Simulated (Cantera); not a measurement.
**Equilibrium for silicon etching in halogen gases: Si + HCl + H₂**

Feed: 1 mol Si, 3.9 mol HCl, 2.1 mol H₂, equilibrated at 923 K.

These are equilibrium values from Cantera (NASA tables, ideal gas, pure condensed phases), not measurements of a reactor. Candidate condensed phases: Si; 19 gas species. The tables' values for SiCl₃ are old estimates; treat these amounts as uncertain. Rates play no part.

| P (Pa) | x H₂ | x SiCl₄ | x HCl | x SiHCl₃ | x SiCl₂ | x SiCl₃ | n Si(s) |
|---|---|---|---|---|---|---|---|
| 1 | 0.726 | 0.144 | 0.0988 | 0.00376 | 0.0193 | 0.00830 | 0.0876 |
| 5.20 | 0.751 | 0.159 | 0.0683 | 0.00624 | 0.00892 | 0.00594 | 0.0741 |
| 27 | 0.768 | 0.168 | 0.0463 | 0.00990 | 0.00401 | 0.00409 | 0.0558 |
| 140 | 0.778 | 0.171 | 0.0310 | 0.0153 | 0.00178 | 0.00275 | 0.0366 |
| 720 | 0.784 | 0.170 | 0.0207 | 0.0230 | 0.000782 | 0.00182 | 0.0171 |
| 3700 | 0.786 | 0.166 | 0.0147 | 0.0317 | 0.000297 | 0.00111 | 0 |
| 19000 | 0.786 | 0.166 | 0.0143 | 0.0325 | 6.04e-5 | 0.000499 | 0 |
| 100000 | 0.786 | 0.166 | 0.0142 | 0.0327 | 1.17e-5 | 0.000219 | 0 |
x: gas mole fraction; n: condensed amount in mol.

From 0.00750 Torr to 5.40 Torr the condensed part is Si(s). From 27.8 Torr to 750 Torr nothing is condensed. The main Si-bearing gas is SiCl₄ throughout.
